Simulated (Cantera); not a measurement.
## Fe₂O₃ + H₂ (hydrogen reduction and annealing atmospheres)

Input: 1 mol Fe₂O₃, 65 mol H₂, at 210000 Pa.

These are equilibrium values from Cantera (NASA tables, ideal gas, pure condensed phases), not measurements of a reactor. Candidate condensed phases: Fe, FeO, Fe(OH)₂, Fe(OH)₃, Fe₂O₃, Fe₃O₄, H₂O; 12 gas species. Equilibrium is a limit: real reactors are often held back by kinetics, nucleation or transport.

From 675 K to 1175 K the condensed part is Fe(α). From 1275 K to 1575 K the condensed part is Fe(γ). From 1675 K to 1775 K the condensed part is Fe(δ). At 1875 K the condensed part is Fe(l).

```tsv
T (K)	x H₂	x H₂O	x H	x Fe	x OH	x Fe(OH)₂	x FeO	n Fe(α)	n Fe(γ)	n Fe(δ)	n Fe(l)
675	0.954	0.0462	<1e-12	<1e-12	<1e-12	<1e-12	<1e-12	2.00	0	0	0
775	0.954	0.0462	<1e-12	<1e-12	<1e-12	<1e-12	<1e-12	2.00	0	0	0
875	0.954	0.0462	3.38e-11	<1e-12	<1e-12	8.93e-12	<1e-12	2.00	0	0	0
975	0.954	0.0462	7.71e-10	<1e-12	<1e-12	8.57e-11	<1e-12	2.00	0	0	0
1075	0.954	0.0462	9.89e-9	<1e-12	1.81e-12	5.36e-10	<1e-12	2.00	0	0	0
1175	0.954	0.0462	8.26e-8	1.00e-11	2.79e-11	2.43e-9	<1e-12	2.00	0	0	0
1275	0.954	0.0462	4.97e-7	2.51e-10	2.80e-10	8.66e-9	<1e-12	0	2.00	0	0
1375	0.954	0.0462	2.31e-6	3.91e-9	2.01e-9	2.58e-8	<1e-12	0	2.00	0	0
1475	0.954	0.0462	8.74e-6	4.16e-8	1.11e-8	6.67e-8	7.19e-12	0	2.00	0	0
1575	0.954	0.0462	2.80e-5	3.25e-7	4.92e-8	1.53e-7	8.53e-11	0	2.00	0	0
1675	0.954	0.0462	7.82e-5	1.98e-6	1.83e-7	3.19e-7	7.48e-10	0	0	2.00	0
1775	0.954	0.0461	0.000195	9.70e-6	5.88e-7	6.09e-7	5.08e-9	0	0	2.00	0
1875	0.953	0.0461	0.000442	3.86e-5	1.67e-6	1.05e-6	2.71e-8	0	0	0	2.00
```
x: gas mole fraction; n: condensed amount in mol.
